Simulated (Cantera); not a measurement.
Moist CO burnout

A perfectly stirred reactor is fed with 0.668 % CO, 2.67 % O2, 7.57 % H2O, 89.1 % N2, equivalence ratio 0.12, at 10.0 bar; it is held at 975 K, and followed from long to short residence time.

Model: GRI-Mech 3.0 (53 species, 325 reactions), integrated in Cantera.

| τ (s) | x CO | x O2 | x H2O | x CO2 | x OH | x NO | x HO2 |
|---|---|---|---|---|---|---|---|
| 16 | 0.00156 | 0.0242 | 0.0759 | 0.00513 | 5.46e-9 | <1e-12 | 6.32e-7 |
| 4.8 | 0.00279 | 0.0248 | 0.0759 | 0.00391 | 7.56e-9 | <1e-12 | 9.57e-7 |
| 1.4 | 0.00438 | 0.0256 | 0.0758 | 0.00231 | 9.51e-9 | <1e-12 | 1.30e-6 |
| 0.43 | 0.00568 | 0.0262 | 0.0758 | 0.00101 | 1.02e-8 | <1e-12 | 1.48e-6 |
| 0.13 | 0.00638 | 0.0266 | 0.0757 | 0.000301 | 8.76e-9 | <1e-12 | 1.37e-6 |
| 0.039 | 0.00664 | 0.0267 | 0.0757 | 4.33e-5 | 3.72e-9 | <1e-12 | 7.17e-7 |
| 0.012 | 0.00668 | 0.0267 | 0.0757 | 8.02e-7 | 2.02e-10 | <1e-12 | 4.69e-8 |
| 0.0036 | 0.00668 | 0.0267 | 0.0757 | 5.12e-8 | 4.40e-11 | <1e-12 | 8.18e-9 |
| 0.0011 | 0.00668 | 0.0267 | 0.0757 | 6.65e-9 | 1.95e-11 | <1e-12 | 2.15e-9 |
| 0.00032 | 0.00668 | 0.0267 | 0.0757 | 1.18e-9 | 1.21e-11 | <1e-12 | 5.49e-10 |
x: mole fraction; the columns are a selection and need not sum to one.
